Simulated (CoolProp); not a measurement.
Vapour-liquid equilibrium of hydrogen sulfide (1) + benzene (2) at 319.6 K; x and y are mole fractions of (1).

Computed with CoolProp (multi-fluid Helmholtz-energy mixture model, Lemmon 2006 and Thol 2012; pair parameters Bell 2016).

| x | bubble pressure (kPa) | y at the bubble point | dew pressure at overall composition x (kPa) | liquid density (mol/L) |
|---|---|---|---|---|
| 0.05 | 168.5 | 0.815 | 33.24 | 11.22 |
| 0.15 | 438.2 | 0.931 | 37.16 | 11.92 |
| 0.25 | 709.9 | 0.959 | 42.12 | 12.69 |
| 0.35 | 990.7 | 0.973 | 48.59 | 13.55 |
| 0.45 | 1286 | 0.980 | 57.40 | 14.49 |
| 0.55 | 1599 | 0.986 | 70.09 | 15.54 |
| 0.65 | 1932 | 0.990 | 89.94 | 16.68 |
| 0.75 | 2286 | 0.993 | 125.5 | 17.93 |
| 0.85 | 2664 | 0.996 | 207.2 | 19.24 |
| 0.95 | 3072 | 0.999 | 588.6 | 20.51 |

No azeotrope shows between x = 0.05 and 0.95.

Pair parameters are fitted to limited data, so mixtures are less certain than the pure fluids.
